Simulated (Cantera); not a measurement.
A freely propagating, adiabatic, planar premixed flame of H2 : O2 : N2 = 1 : 0.562 : 2.53 (molar parts), unburnt at 500 K and 0.130 bar; mixture-averaged transport, grid criteria slope 0.08 and curve 0.16, no radiation.

Cantera simulation using the H2/O2 subset of GRI-Mech 3.0, which has no nitrogen chemistry; the numbers are that mechanism's predictions, not measurements. Burning velocities carry a grid error of a few per cent, more on coarse grids.

### Question
How do the results move with these cheaper or finer settings: unity-Lewis-number transport; multicomponent transport; multicomponent+Soret transport; grid criteria slope 0.5, curve 1; grid criteria slope 0.25, curve 0.5; grid criteria slope 0.03, curve 0.06?

### Answer
```
setting                               laminar burning velocity  thermal thickness  peak x(HO2)  peak x(OH)  grid points
------------------------------------  ------------------------  -----------------  -----------  ----------  -----------
as above                                              343 cm/s            6.75 mm      6.79e-5      0.0131          137
unity-Lewis-number transport                          218 cm/s            4.77 mm      5.68e-5      0.0131          130
multicomponent transport                              337 cm/s            6.71 mm      6.79e-5      0.0131          137
multicomponent+Soret transport                        320 cm/s            6.63 mm      6.80e-5      0.0130          137
grid criteria slope 0.5, curve 1                      407 cm/s            8.83 mm      6.52e-5      0.0129           43
grid criteria slope 0.25, curve 0.5                   367 cm/s            7.57 mm      6.62e-5      0.0130           68
grid criteria slope 0.03, curve 0.06                  338 cm/s            6.58 mm      6.81e-5      0.0131          289
```
The base run took roughly 1.2 core-seconds.
Unity Lewis numbers drop preferential diffusion, which matters most where H2 and H carry the flame; Soret adds thermal diffusion.
